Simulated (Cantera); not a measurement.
A closed system holds: 1 mol Si, 0.026 mol H₂O, 1 mol N₂, equilibrated at 89.0 mbar.

Cantera equilibrium calculation (NASA polynomials, part measured and part estimated; ideal gas, pure solids and liquids). Candidate condensed phases: H₂O, Si, SiO₂, Si₂N₂O, Si₃N₄; 35 gas species. N₂ is the only nitrogen source here; it is nearly inert below about 1500 K, so the nitride shown seldom forms there in practice. Mutual solubility and eutectic melting of coexisting phases are not modelled. Equilibrium is a limit: real reactors are often held back by kinetics, nucleation or transport. All values below are at 1448 K.

Base state: N₂ 0.929, H₂ 0.0706 (mole fractions); condensed: Si₂N₂O(s) + Si₃N₄(s).

Question: What changes in the equilibrium state with this change: H₂O from 0.026 to 0.64 mol?

Answer: 
```json
[
 {"species": "H₂", "before": "0.0706", "after": "0.539"},
 {"species": "N₂", "before": "0.929", "after": "0.461"},
 {"species": "H₂O", "before": "2.71e-9", "after": "0.000128"},
 {"species": "SiO", "before": "1.53e-7", "after": "1.71e-5"},
 {"species": "H", "before": "8.21e-6", "after": "2.27e-5"},
 {"species": "Si₂N₂O(s), mol", "before": "0.0260", "after": "0.453"},
 {"species": "Si₃N₄(s), mol", "before": "0.316", "after": "0"},
 {"species": "SiO₂(β-quartz), mol", "before": "0", "after": "0.0932"}
]
```
The tables hold silica as quartz up to 1696 K and as liquid above; real silica turns to tridymite and cristobalite and melts near 1996 K.
